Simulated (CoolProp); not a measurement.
Computed with CoolProp (reference Helmholtz-energy equation of state, Lemmon 2006). It is a short technical equation, of lower accuracy than the large ones.

### Question
Give the vapour pressure (bar), liquid density (kg/m³), vapour density (kg/m³), enthalpy of vaporisation (kJ/kg) of saturated R141b at 394.4 K.

### Answer
```csv
T (K),p (bar),liquid density (kg/m³),vapour density (kg/m³),enthalpy of vaporisation (kJ/kg)
394.4,10.6,1020,46.6,170
```
